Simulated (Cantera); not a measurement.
Feed: 1 mol SiH2Cl2, 23 mol N2, 0.63 mol H2, held at 1123 K and 12.0 Pa.

Equilibrium computed with Cantera from the NASA thermochemical tables; the gas is ideal and each condensed phase is pure. Candidate condensed phases: NH4Cl, Si, Si3N4; 28 gas species. N2 is the only nitrogen source here; it is nearly inert below about 1500 K, so the nitride shown seldom forms there in practice. The tables' values for SiCl3 are old estimates; treat these amounts as uncertain. Kinetics and transport are ignored.

Base state: N2 0.895, HCl 0.0770, H2 0.0268, SiCl4 0.000508, SiCl2 0.000352, SiCl3 0.000120 (mole fractions); condensed: Si3N4(s).

### Question
What changes in the equilibrium state with this change: SiH2Cl2 replaced by trisilylamine?

### Answer
```csv
species,before,after
N2,0.895,0.807
H2,0.0268,0.193
HCl,0.0770,0
SiCl4,0.000508,0
SiCl2,0.000352,0
SiCl3,0.000120,0
"Si3N4(s), mol",0.325,1.00
```
The feed counts by its element totals alone.
